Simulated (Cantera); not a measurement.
Charge: 1 mol borazine, 0.2 mol H2O.

Cantera equilibrium calculation (NASA polynomials, part measured and part estimated; ideal gas, pure solids and liquids). Candidate condensed phases: B, BN, B2O3, B3O3H3, H2O; 39 gas species. The feed counts by its element totals alone. Mutual solubility and eutectic melting of coexisting phases are not modelled. Gases not in the tables: H3BO3. The numbers say what is thermodynamically allowed, not how fast it happens.

What condenses at these points (T in K, P in Pa): (1298, 63); (1798, 10); (1598, 100000); (1498, 10); (1398, 10); (1798, 2500)?


```json
[
 {"T (K)": "1298", "P in Pa": "63", "condensed phases": "BN + B2O3", "B condensed (%)": "99.6"},
 {"T (K)": "1798", "P in Pa": "10", "condensed phases": "B + BN", "B condensed (%)": "93.3"},
 {"T (K)": "1598", "P in Pa": "100000", "condensed phases": "BN + B2O3", "B condensed (%)": "99.6"},
 {"T (K)": "1498", "P in Pa": "10", "condensed phases": "BN", "B condensed (%)": "93.9"},
 {"T (K)": "1398", "P in Pa": "10", "condensed phases": "BN", "B condensed (%)": "94.9"},
 {"T (K)": "1798", "P in Pa": "2500", "condensed phases": "BN", "B condensed (%)": "93.9"}
]
```
